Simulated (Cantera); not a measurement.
## Si(CH₃)₄ + HCl + H₂ (silicon carbide growth)

Feed: 1 mol Si(CH₃)₄, a varied amount of HCl, 1.5 mol H₂, at 950 °C and 735 Torr.

These are equilibrium values from Cantera (NASA tables, ideal gas, pure condensed phases), not measurements of a reactor. Candidate condensed phases: C, C₆H₆, C₇H₈, C₈H₁₈, Si, SiC; 109 gas species. The tables' values for SiCl₃ are old estimates; treat these amounts as uncertain. Kinetics and transport are ignored.

| n(HCl) (mol) | x H₂ | x HCl | x SiCl₄ | x CH₄ | x SiHCl₃ | x SiCl₃ | x SiCl₂ | n C(graphite) | n SiC(s) |
|---|---|---|---|---|---|---|---|---|---|
| 0.53 | 0.924 | 0.0646 | 0.000382 | 0.0111 | 0.000169 | 3.19e-5 | 2.12e-5 | 2.92 | 0.995 |
| 0.75 | 0.902 | 0.0855 | 0.00123 | 0.0106 | 0.000402 | 7.69e-5 | 3.82e-5 | 2.93 | 0.986 |
| 0.97 | 0.884 | 0.103 | 0.00267 | 0.0102 | 0.000710 | 0.000137 | 5.62e-5 | 2.94 | 0.970 |
| 1.2 | 0.867 | 0.117 | 0.00471 | 0.00981 | 0.00108 | 0.000210 | 7.46e-5 | 2.97 | 0.948 |
| 1.4 | 0.854 | 0.128 | 0.00681 | 0.00953 | 0.00141 | 0.000277 | 8.97e-5 | 2.99 | 0.925 |
| 1.6 | 0.843 | 0.136 | 0.00912 | 0.00928 | 0.00174 | 0.000345 | 0.000104 | 3.02 | 0.899 |
| 1.8 | 0.833 | 0.144 | 0.0116 | 0.00906 | 0.00207 | 0.000412 | 0.000117 | 3.05 | 0.871 |
| 2.1 | 0.819 | 0.153 | 0.0154 | 0.00876 | 0.00255 | 0.000512 | 0.000135 | 3.09 | 0.825 |
| 2.3 | 0.811 | 0.159 | 0.0181 | 0.00859 | 0.00285 | 0.000576 | 0.000146 | 3.12 | 0.793 |
| 2.5 | 0.803 | 0.163 | 0.0207 | 0.00843 | 0.00315 | 0.000638 | 0.000156 | 3.16 | 0.760 |
| 2.7 | 0.796 | 0.168 | 0.0234 | 0.00828 | 0.00343 | 0.000698 | 0.000166 | 3.19 | 0.727 |
| 2.9 | 0.790 | 0.172 | 0.0260 | 0.00814 | 0.00370 | 0.000757 | 0.000175 | 3.23 | 0.692 |
x: gas mole fraction; n: condensed amount in mol.

From 0.53 mol HCl to 2.9 mol HCl the condensed part is C(graphite) + SiC(s). The main Si-bearing gas is SiCl₄ throughout. The share of Si in condensed phases is highest at 0.53 mol HCl (99.5 %) and lowest at 2.9 mol HCl (69.2 %).
